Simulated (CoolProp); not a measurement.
Aqueous calcium chloride as a coolant, 23 % by mass, freezing at -24.1 °C, 1 atm.

Values from CoolProp's Melinder's fits for secondary coolants.

```tsv
T (°C)	cp (kJ/(kg K))	viscosity (mPa s)	density (kg/m³)	conductivity (W/(m K))
-3.2	2.927	4.03	1217	0.537
0	2.938	3.67	1216	0.542
3.3	2.948	3.35	1215	0.547
6.5	2.957	3.08	1214	0.551
9.7	2.966	2.84	1213	0.556
12.9	2.975	2.63	1212	0.560
16.1	2.983	2.44	1211	0.565
19.3	2.992	2.27	1210	0.570
22.5	2.999	2.12	1208	0.574
25.8	3.007	1.98	1207	0.579
29	3.014	1.86	1205	0.583
32.2	3.021	1.74	1203	0.588
35.4	3.028	1.64	1201	0.593
38.6	3.034	1.55	1199	0.597
```
